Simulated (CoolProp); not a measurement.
Vapour-liquid equilibrium of R143a (1) + fluoroethane (R161) (2) at 200.2 K; x and y are mole fractions of (1).

Model: multi-fluid Helmholtz-energy mixture model, Lemmon and Jacobsen 2000 and Wu 2012; pair parameters Bell 2016, in CoolProp.

| x | bubble pressure, mixture model (kPa) | bubble pressure, Raoult's law (kPa) | y, mixture model | y, Raoult's law |
|---|---|---|---|---|
| 0.05 | 14.89 | 14.76 | 0.092 | 0.084 |
| 0.15 | 16.15 | 15.83 | 0.248 | 0.236 |
| 0.25 | 17.33 | 16.90 | 0.378 | 0.369 |
| 0.35 | 18.44 | 17.97 | 0.489 | 0.486 |
| 0.45 | 19.51 | 19.05 | 0.588 | 0.589 |
| 0.55 | 20.53 | 20.12 | 0.676 | 0.682 |
| 0.65 | 21.54 | 21.19 | 0.757 | 0.765 |
| 0.75 | 22.52 | 22.26 | 0.832 | 0.840 |
| 0.85 | 23.49 | 23.33 | 0.902 | 0.909 |
| 0.95 | 24.46 | 24.40 | 0.968 | 0.971 |

The largest gap from Raoult's law is +2.6 % in bubble pressure, at x = 0.35. No azeotrope shows between x = 0.05 and 0.95.

The pair parameters rest on a limited set of measurements; away from them the model extrapolates.
